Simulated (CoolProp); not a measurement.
Saturated liquid density (kg/m³) of n-butane: the reference equation beside estimates from Tc = 152.0 °C, pc = 3796 kPa, ω = 0.201. Rackett uses Z = 0.29056 − 0.08775 ω.

Model: reference Helmholtz-energy equation of state, Bücker 2006, in CoolProp.

| T (°C) | reference | Rackett | van der Waals | Soave-Redlich-Kwong |
|---|---|---|---|---|
| -48.75 | 650.5 | 652.2 | 402.7 | 606.3 |
| -30.75 | 632.6 | 634.3 | 392.4 | 590.7 |
| -12.65 | 614.1 | 615.6 | 381.4 | 573.4 |
| 5.35 | 594.9 | 596.1 | 369.7 | 554.5 |
| 23.45 | 574.6 | 575.3 | 357.0 | 533.4 |
| 41.45 | 553.1 | 553.4 | 343.3 | 510.0 |
| 59.55 | 529.8 | 529.5 | 328.3 | 483.6 |
| 77.55 | 504.1 | 503.5 | 311.7 | 453.6 |
| 95.65 | 474.9 | 474.0 | 292.6 | 418.6 |
| 113.65 | 440.2 | 439.4 | 270.2 | 376.8 |
| 131.75 | 394.3 | 394.0 | 241.4 | 322.7 |

Absolute difference from the reference over all 11 rows, mean and median: Rackett 0.2 and 0.2 %, van der Waals 38.1 and 38.0 %, Soave-Redlich-Kwong 9.5 and 7.8 %.
